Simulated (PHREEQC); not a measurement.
Solution (25 °C): 1.1 mmol/kgw HCl and 0.014 mmol/kgw Na2SO4. Closed to the air; pH follows from the charge balance.

Computed with PHREEQC (Pitzer model, pitzer.dat).

This is a speciation only: nothing precipitates in the calculation.

Estimate the pH, osmotic coefficient, specific conductance.

pH 2.98; osmotic coefficient 0.988; specific conductance 459 µS/cm.

In which forms is S present?

SO4-2 92 %, HSO4- 8.2 % of the S.
